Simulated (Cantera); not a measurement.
A closed system holds: 1 mol trisilylamine, a varied amount of NH3, at 475 °C and 0.00670 bar.

Cantera equilibrium calculation (NASA polynomials, part measured and part estimated; ideal gas, pure solids and liquids). Candidate condensed phases: Si, Si3N4; 18 gas species. The feed counts by its element totals alone. Kinetics and transport are ignored.

Q: Which condensed phases are stable at each of these points (n(NH3) (mol)): 0.57, 0.79, 1.1, 1.5, 2.1, 2.9, 3.9, 5.4, 7.5?

A: 
```csv
n(NH3) (mol),condensed phases,Si condensed (%)
0.57,Si(s) + Si3N4(s),100.0
0.79,Si(s) + Si3N4(s),100.0
1.1,Si(s) + Si3N4(s),100.0
1.5,Si(s) + Si3N4(s),100.0
2.1,Si(s) + Si3N4(s),100.0
2.9,Si(s) + Si3N4(s),100.0
3.9,Si3N4(s),100.0
5.4,Si3N4(s),100.0
7.5,Si3N4(s),100.0
```

From 0.57 mol NH3 to 2.9 mol NH3 the condensed part is Si(s) + Si3N4(s). From 3.9 mol NH3 to 7.5 mol NH3 the condensed part is Si3N4(s).
